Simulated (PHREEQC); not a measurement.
A PHREEQC speciation (ion-association model, wateq4f.dat) at 25 °C gives pH 4.00 and these molalities:

```json
[
 {"species": "SO4-2", "mol/kgw": "0.0115"},
 {"species": "Ni+2", "mol/kgw": "0.0114"},
 {"species": "NiSO4", "mol/kgw": "0.00557"},
 {"species": "H+", "mol/kgw": "0.000116"},
 {"species": "HSO4-", "mol/kgw": "6.36e-5"},
 {"species": "Ni(SO4)2-2", "mol/kgw": "3.51e-6"}
]
```

Question: What are the element totals, and what could have been dissolved in 1 kg of water to give them?

Answer: One answer among several that fit: totals Ni 0.0170, S(6) 0.0171 mol/kgw, from 0.09 mmol/kgw H2SO4 and 17 mmol/kgw NiSO4.

This is a speciation only: nothing precipitates in the calculation.
